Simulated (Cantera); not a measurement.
# Equilibrium for halide evaporation, hydrolysis and transport: CuF₂ + O₂ + N₂ + HF

Feed: 1 mol CuF₂, 1.4 mol O₂, 42 mol N₂, 4.3 mol HF, held at 0.100 bar.

Equilibrium computed with Cantera from the NASA thermochemical tables; the gas is ideal and each condensed phase is pure. Candidate condensed phases: Cu, CuF₂, CuO, Cu(OH)₂, Cu₂O, H₂O; 45 gas species. Rates play no part.

From 750 K to 1050 K the condensed part is CuF₂(s). At 1150 K the condensed part is CuF₂(l). From 1250 K to 2050 K nothing is condensed.

```tsv
T (K)	log p N₂	log p HF	log p O₂	log p CuF₂	log p F	log p CuF	n CuF₂(s)	n CuF₂(l)
750	-1.06	-2.05	-2.53	-9.40	-11.40	<-13	1.00	0
850	-1.06	-2.05	-2.53	-7.28	-10.12	-11.37	1.000	0
950	-1.06	-2.05	-2.53	-5.62	-8.81	-8.86	0.999	0
1050	-1.06	-2.05	-2.53	-4.29	-7.29	-7.29	0.976	0
1150	-1.06	-2.05	-2.53	-3.31	-6.07	-6.07	0	0.764
1250	-1.06	-2.05	-2.54	-2.69	-5.15	-5.15	0	0
1350	-1.06	-2.05	-2.54	-2.69	-4.63	-4.63	0	0
1450	-1.06	-2.05	-2.54	-2.70	-4.18	-4.18	0	0
1550	-1.07	-2.05	-2.55	-2.72	-3.80	-3.80	0	0
1650	-1.07	-2.06	-2.55	-2.77	-3.48	-3.48	0	0
1750	-1.07	-2.06	-2.55	-2.85	-3.21	-3.21	0	0
1850	-1.07	-2.06	-2.56	-2.98	-3.01	-3.01	0	0
1950	-1.07	-2.06	-2.57	-3.18	-2.86	-2.86	0	0
2050	-1.07	-2.06	-2.58	-3.45	-2.78	-2.78	0	0
```
log p: log10 of the partial pressure in bar; n: condensed amount in mol.
